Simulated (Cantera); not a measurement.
Feed: 1 mol CH3SiCl3, 410 mol H2, at 1200 °C and 2.00 mbar.

Equilibrium computed with Cantera from the NASA thermochemical tables; the gas is ideal and each condensed phase is pure. Candidate condensed phases: C, C6H6, C7H8, C8H18, Si, SiC; 109 gas species. The feed counts by its element totals alone. The numbers say what is thermodynamically allowed, not how fast it happens.

Base state: H2 0.992, HCl 0.00725, H 0.000282 (mole fractions); condensed: SiC(s).

**Question.** What changes in the equilibrium state with this change: temperature from 1200 °C to 2025 °C?

**Answer.** 
| species | before | after |
|---|---|---|
| H2 | 0.992 | 0.799 |
| H | 0.000282 | 0.192 |
| HCl | 0.00725 | 0.00558 |
| Si | 5.40e-8 | 0.00206 |
| SiC2 | <1e-9 | 8.19e-5 |
| C2H | <1e-9 | 1.07e-5 |
| SiC(s), mol | 0.999 | 0 |
